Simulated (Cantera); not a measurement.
**Si2Cl6 + NH3 + N2 (silicon nitride deposition)**

Feed: 1 mol Si2Cl6, 2.2 mol NH3, 11 mol N2, equilibrated at 1900 K and 0.810 bar.

Equilibrium computed with Cantera from the NASA thermochemical tables; the gas is ideal and each condensed phase is pure. Candidate condensed phases: NH4Cl, Si, Si3N4; 28 gas species. The feed counts by its element totals alone. The tables' values for SiCl3, SiCl are old estimates; treat these amounts as uncertain. Kinetics and transport are ignored.

- x(N2) = 0.657
- x(HCl) = 0.136
- x(H2) = 0.114
- x(SiCl2) = 0.0797
- x(SiCl3) = 0.00963
- x(SiCl4) = 0.00157
- x(SiHCl3) = 0.000417
- x(H) = 0.000298
- x(Cl) = 0.000268
- n(Si3N4(s)) = 0.117 mol
- gas amount = 18.05 mol
- log10 activity of Si(l) (absent) = -0.74
